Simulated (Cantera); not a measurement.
A closed system holds: 1 mol PbO, 0.8 mol C, 6.8 mol H₂, held at 2300 K and 0.00150 bar.

Equilibrium computed with Cantera from the NASA thermochemical tables; the gas is ideal and each condensed phase is pure. Candidate condensed phases: C, C₆H₆, C₇H₈, C₈H₁₈, H₂O, Pb, PbO, PbO₂, Pb₃O₄; 113 gas species. The numbers say what is thermodynamically allowed, not how fast it happens.

Base state: H₂ 0.597, H 0.193, Pb 0.105, CO 0.0835, H₂O 0.0192, OH 0.00100, CO₂ 0.000480, O 0.000221 (mole fractions); condensed: gas only.

What changes in the equilibrium state with this change: temperature from 2300 K to 2150 K?


```tsv
species	before	after
H₂	0.597	0.688
Pb	0.105	0.111
H	0.193	0.0903
H₂O	0.0192	0.0212
CO	0.0835	0.0883
O	0.000221	3.33e-5
OH	0.00100	0.000360
PbO	4.00e-5	2.60e-5
```

What changes in the equilibrium state with this change: H₂ from 6.8 to 0.45 mol?


| species | before | after |
|---|---|---|
| Pb | 0.105 | 0.421 |
| CO | 0.0835 | 0.313 |
| H₂ | 0.597 | 0.101 |
| CO₂ | 0.000480 | 0.0257 |
| H | 0.193 | 0.0796 |
| H₂O | 0.0192 | 0.0466 |
| O₂ | 2.98e-6 | 0.000605 |
| PbO | 4.00e-5 | 0.00229 |
| O | 0.000221 | 0.00315 |
| OH | 0.00100 | 0.00589 |
